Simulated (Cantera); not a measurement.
**Silicon nitride deposition: SiCl₄ + NH₃ + N₂**

Input: 1 mol SiCl₄, a varied amount of NH₃, 2.4 mol N₂, at 0.0130 bar.

These are equilibrium values from Cantera (NASA tables, ideal gas, pure condensed phases), not measurements of a reactor. Candidate condensed phases: NH₄Cl, Si, Si₃N₄; 28 gas species. The tables' values for SiCl₃ are old estimates. Rates play no part.

Problem. Map the stable condensed phases over T = 452, 527, 602, 677, 752, 827, 902, 977, 1052, 1127, 1202, 1277, 1352 °C and n(NH₃) in mol = 0.35, 0.5, 0.64, 0.79, 0.93, 1.1, 1.2, 1.4, 1.5, 1.7.

Solution. 
```
T in °C \ n(NH₃) in mol
         0.35  0.5 0.64 0.79 0.93  1.1  1.2  1.4  1.5  1.7
   1352     A    A    A    A    A    A    A    A    A    A
   1277     A    A    A    A    A    A    A    B    B    B
   1202     A    A    B    B    B    B    B    B    B    B
   1127     B    B    B    B    B    B    B    B    B    B
   1052     B    B    B    B    B    B    B    B    B    B
    977     B    B    B    B    B    B    B    B    B    B
    902     B    B    B    B    B    B    B    B    B    B
    827     B    B    B    B    B    B    B    B    B    B
    752     B    B    B    B    B    B    B    B    B    B
    677     B    B    B    B    B    B    B    B    B    B
    602     B    B    B    B    B    B    B    B    B    B
    527     B    B    B    B    B    B    B    B    B    B
    452     B    B    B    B    B    B    B    B    B    B
```
A: gas only; B: Si₃N₄.
